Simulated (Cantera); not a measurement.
Feed: 1 mol Al, 37 mol NH3, 10 mol H2, at 1000 Pa.

Equilibrium computed with Cantera from the NASA thermochemical tables; the gas is ideal and each condensed phase is pure. Candidate condensed phases: Al, AlN; 13 gas species. Rates play no part.

x: gas mole fraction; n: condensed amount in mol.

```csv
T (K),x H2,x N2,x Al,x H,x AlH,x Al2,n AlN(s)
1323,0.784,0.216,1.42e-10,1.40e-5,3.31e-11,<1e-12,1.00
1373,0.784,0.216,1.18e-9,2.95e-5,2.16e-10,<1e-12,1.00
1423,0.784,0.216,8.38e-9,5.88e-5,1.23e-9,<1e-12,1.000
1473,0.784,0.216,5.22e-8,0.000112,6.21e-9,<1e-12,1.000
1523,0.784,0.216,(withheld),(withheld),(withheld),<1e-12,1.000
1573,0.784,0.216,1.42e-6,0.000360,1.16e-7,<1e-12,1.000
1623,0.784,0.216,6.36e-6,0.000612,4.36e-7,1.39e-12,0.999
1673,0.783,0.215,(withheld),(withheld),(withheld),(withheld),0.998
1723,0.783,0.215,9.76e-5,0.00161,4.89e-6,1.55e-10,0.991
1773,0.782,0.215,0.000340,0.00252,1.47e-5,1.34e-9,0.970
1823,0.780,0.215,0.00110,0.00383,4.18e-5,1.02e-8,0.904
1873,0.775,0.216,0.00336,0.00568,0.000112,7.00e-8,0.707
1923,0.765,0.216,0.00965,0.00824,0.000281,4.31e-7,0.155
```

Q: What belongs in the gaps?

A: 
- 1673, x Al: 2.60e-5
- 1673, x H: 0.00101
- 1673, x AlH: 1.52e-6
- 1673, x Al2: 1.58e-11
- 1523, x Al: 2.88e-7
- 1523, x H: 0.000205
- 1523, x AlH: 2.82e-8
